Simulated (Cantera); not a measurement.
## Ignition delay

Mixture: CH4 : C2H6 : C3H8 : O2 : N2 = 1 : 0.041 : 0.074 : 1.2 : 4.5 (molar parts), equivalence ratio 2.1, at 73000 Pa, adiabatic and at constant pressure. Ignition delay is the time to a rise of 400 K.

Computed with Cantera and GRI-Mech 3.0 (53 species, 325 reactions).

```csv
T0 (K),delay (ms)
1075,125
1175,22.1
1275,4.44
1375,1.15
1475,0.392
1575,0.167
1675,0.0854
1775,0.0503
1875,0.0329
```

| Item | Value |
|---|---|
| apparent activation energy between 1675 and 1875 K | 120 kJ/mol |
